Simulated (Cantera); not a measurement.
A perfectly stirred reactor is fed with 2.02 % CH₄, 96.2 % H₂, 1.73 % O₂, equivalence ratio 30, at 60.8 Torr; it is held at 2448 K, and followed from long to short residence time.

Cantera simulation using GRI-Mech 3.0 (53 species, 325 reactions); the numbers are that mechanism's predictions, not measurements. The temperature is held fixed by assumption; the heat of reaction is taken as removed at once.

Problem. Predict: x(CH₄) at τ = 2.80 s; x(H₂) at τ = 2.80 s; x(O₂) at τ = 2.80 s; x(CO₂) at τ = 2.80 s; x(CH₃) at τ = 2.80 s; x(CH₄) at τ = 35.0 ms; x(H₂) at τ = 35.0 ms; x(O₂) at τ = 35.0 ms; x(CO₂) at τ = 35.0 ms; x(CH₃) at τ = 35.0 ms.

Solution. 
- x(CH₄) at τ = 2.80 s = 2.59e-6
- x(H₂) at τ = 2.80 s = 0.901
- x(O₂) at τ = 2.80 s = 1.09e-7
- x(CO₂) at τ = 2.80 s = 4.69e-5
- x(CH₃) at τ = 2.80 s = 3.42e-6
- x(CH₄) at τ = 35.0 ms = 0.000320
- x(H₂) at τ = 35.0 ms = 0.920
- x(O₂) at τ = 35.0 ms = 6.15e-6
- x(CO₂) at τ = 35.0 ms = 4.86e-5
- x(CH₃) at τ = 35.0 ms = 0.000285
